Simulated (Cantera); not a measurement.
Charge: 1 mol Fe3O4, 13 mol CO, 0.3 mol N2, at 1502 °C and 10000 Pa.

Method: chemical equilibrium by Gibbs-energy minimisation in Cantera with the NASA 1993 tables (ideal gas, pure condensed phases). Candidate condensed phases: C, Fe, Fe(CO)5, FeO, Fe2O3, Fe3O4; 27 gas species. Mutual solubility and eutectic melting of coexisting phases are not modelled. The tables' stoichiometric FeO is somewhat more stable than real wüstite, so its field is too wide. FeO: taken at fixed stoichiometry. Rates play no part.

Base state: CO 0.870, CO2 0.107, N2 0.0226, Fe 0.000204 (mole fractions); condensed: Fe(δ) + FeO(l).

**Question.** What changes in the equilibrium state with this change: temperature from 1502 °C to 1075 °C?

**Answer.** 
```csv
species,before,after
CO,0.870,0.829
CO2,0.107,0.149
N2,0.0226,0.0226
Fe,0.000204,4.08e-8
"Fe(δ), mol",0.424,0
"FeO(l), mol",2.57,0
"Fe(γ), mol",0,0.977
"FeO(s), mol",0,2.02
```
